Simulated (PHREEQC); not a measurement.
Make-up at 60 °C: 0.0027 mol/kgw Cu(NO3)2, 0.0015 mol/kgw HNO3, 0.0017 mol/kgw NaCl and 0.00057 mol/kgw HCl. Closed to the air; pH follows from the charge balance.

All values are PHREEQC results (ion-association model, phreeqc.dat), not measurements.

Q: The ionic strength comes out as 0.0118 mol/kgw. What activity coefficients do Cu+2, Na+, CuCl+, H+, Cl- get?

A: Cu+2 0.64, Na+ 0.89, CuCl+ 0.89, H+ 0.90, Cl- 0.89.

This is a speciation only: nothing precipitates in the calculation. Complexes and solids missing from the database can't appear. Away from 25 °C the constants follow the database's enthalpies or fits; those with neither stay at their 25 °C values.
